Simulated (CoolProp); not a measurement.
Vapour-liquid equilibrium of R227EA (1) + isobutene (2) at -33.25 °C; x and y are mole fractions of (1).

Values from CoolProp's multi-fluid Helmholtz-energy mixture model, Lemmon 2016 and Lemmon 2005; pair parameters Bell 2016.

| x | bubble pressure, mixture model (MPa) | bubble pressure, Raoult's law (MPa) | y, mixture model | y, Raoult's law |
|---|---|---|---|---|
| 0.05 | 0.03927 | 0.03252 | 0.223 | 0.071 |
| 0.15 | 0.04781 | 0.03393 | 0.407 | 0.203 |
| 0.25 | 0.05177 | 0.03533 | 0.483 | 0.324 |
| 0.35 | 0.05365 | 0.03673 | 0.525 | 0.437 |
| 0.45 | 0.05462 | 0.03814 | 0.556 | 0.541 |
| 0.55 | 0.05511 | 0.03954 | 0.586 | 0.638 |
| 0.65 | 0.05513 | 0.04095 | 0.624 | 0.728 |
| 0.75 | 0.05442 | 0.04235 | 0.679 | 0.812 |
| 0.85 | 0.05249 | 0.04375 | 0.762 | 0.891 |
| 0.95 | 0.04869 | 0.04516 | 0.898 | 0.965 |

The largest gap from Raoult's law is +46.5 % in bubble pressure, at x = 0.25. y crosses x between x = 0.55 and 0.65: the model has an azeotrope there.

The pair parameters rest on a limited set of measurements; away from them the model extrapolates.
